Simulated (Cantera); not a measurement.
Premixed flame

A freely propagating, adiabatic, planar premixed flame of H₂ : O₂ : N₂ : H₂O = 1 : 0.312 : 1.17 : 0.02 (molar parts), equivalence ratio 1.6, unburnt at 575 K and 360000 Pa; mixture-averaged transport, grid criteria slope 0.08 and curve 0.16, no radiation.

Detailed kinetics in Cantera: the H2/O2 subset of GRI-Mech 3.0, which has no nitrogen chemistry. The hydrogen kinetics of GRI-Mech 3.0 are dated; newer H2 mechanisms differ, most at raised pressure. Burning velocities carry a grid error of a few per cent, more on coarse grids.

```tsv
z (mm)	T (K)	u (m/s)	x H₂	x O₂	x HO₂	x H₂O	x OH	x H
-0.249	575	8.68	0.400	0.125	<1e-8	0.00799	<1e-8	<1e-8
-0.166	575	8.68	0.400	0.125	<1e-8	0.00799	<1e-8	<1e-8
-0.124	575	8.68	0.400	0.125	1.25e-8	0.00799	<1e-8	<1e-8
-0.0829	575	8.68	0.399	0.125	1.20e-6	0.00800	<1e-8	<1e-8
-0.0414	609	9.10	0.392	0.125	0.000473	0.00931	6.52e-5	0.000116
-0.0207	889	12.9	0.353	0.118	0.000551	0.0341	0.00111	0.00556
0	1333	18.7	0.267	0.0831	0.000239	0.112	0.00299	0.0308
0.0207	1646	22.9	0.186	0.0344	9.05e-5	0.204	0.00646	0.0567
0.0414	1803	24.9	0.154	0.0120	3.02e-5	0.247	0.00842	0.0636
0.0829	1947	26.7	0.146	0.00309	7.68e-6	0.266	0.00940	0.0565
0.166	2081	28.2	0.151	0.00145	3.63e-6	0.274	0.00885	0.0425
0.331	2198	29.5	0.157	0.000762	1.92e-6	0.280	0.00730	0.0294
0.663	2287	30.5	0.161	0.000342	8.79e-7	0.285	0.00533	0.0190
```
x: mole fraction of selected species; z is measured from the peak of heat release.

```
Item                         Result
------------------------  ---------
laminar burning velocity   868 cm/s
thermal thickness         0.0829 mm
peak x(HO₂)                0.000782
peak x(OH)                  0.00941
peak x(H)                    0.0636
grid points                     111
```
